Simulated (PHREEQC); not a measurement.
Consider water at 45 °C with 0.23 mol/kgw H3PO4. Closed to the air; pH follows from the charge balance.

All values are PHREEQC results (ion-association model, phreeqc.dat), not measurements.

```csv
quantity,before,after
pH,1.48,11.68
ionic strength (mol/kgw),0.0382,1.30
H2PO4- (mol/kgw),0.0382,2.05e-7
HPO4-2 (mol/kgw),1.38e-7,0.0294
```

Name the change that produced these shifts.
A) H3PO4 replaced by Na2HPO4 at the same molality
B) H3PO4 replaced by NaH2PO4 at the same molality
C) H3PO4 replaced by K2HPO4 at the same molality
D) H3PO4 from 0.23 to 0.345 mol/kgw
E) H3PO4 replaced by K3PO4 at the same molality

E, H3PO4 replaced by K3PO4 at the same molality

This is a speciation only: nothing precipitates in the calculation. The ionic strength passes 0.7 mol/kgw, the rough limit of the ion-association models, in after. Away from 25 °C the constants follow the database's enthalpies or fits; those with neither stay at their 25 °C values.
